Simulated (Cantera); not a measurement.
A perfectly stirred reactor is fed with 9.07 % CH3OH, 18.4 % O2, 69.1 % N2, 3.36 % H2O, equivalence ratio 0.74, at 350000 Pa; it is adiabatic with a 575 K inlet, and is followed from long to short residence time, starting on the burning branch (τ in s: 0.25, 0.068, 0.018, 0.0048, 0.0013, 0.00034, 9e-05, 2.4e-05, 6.4e-06).

Model: GRI-Mech 3.0 (53 species, 325 reactions), integrated in Cantera. GRI-Mech 3.0 was tuned for natural gas; its chemistry of methanol as a main component is partial and can be far from experiment.

### Question
Predict: blow-out, bracketed by the residence times tried; x(CH3OH) at τ = 0.250 s; x(O2) at τ = 0.250 s; x(H2O) at τ = 0.250 s; x(NO) at τ = 0.250 s; x(CH3OH) at τ = 1.30 ms; x(O2) at τ = 1.30 ms; x(H2O) at τ = 1.30 ms; x(NO) at τ = 1.30 ms.

### Answer
| Item | Value |
|---|---|
| blow-out, bracketed by the residence times tried | burning at 90.0 µs, out at 24.0 µs |
| x(CH3OH) at τ = 0.250 s | 2.41e-7 |
| x(O2) at τ = 0.250 s | 0.0451 |
| x(H2O) at τ = 0.250 s | 0.204 |
| x(NO) at τ = 0.250 s | 0.00128 |
| x(CH3OH) at τ = 1.30 ms | 2.01e-5 |
| x(O2) at τ = 1.30 ms | 0.0473 |
| x(H2O) at τ = 1.30 ms | 0.201 |
| x(NO) at τ = 1.30 ms | 4.27e-5 |
